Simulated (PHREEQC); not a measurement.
Make-up at 25 °C: 0.0034 mol/kgw HF, 0.12 mol/kgw (CH3)4NF and 0.0018 mol/kgw (NH4)2SiF6. Closed to the air; pH follows from the charge balance.

Computed with PHREEQC (ion-association model, phreeqc.dat).

**Question.** The ionic strength comes out as 0.125 mol/kgw. What activity coefficients do NH4+, SiF6-2, F-, H+, HF2- get?

**Answer.** NH4+ 0.72, SiF6-2 0.35, F- 0.74, H+ 0.82, HF2- 0.77.

No solid was allowed to form. (CH3)4N+ isn't in the database: it is added as a free cation with an ion size of 4 Å. SiF6-2 is the database's only silicon fluoride.
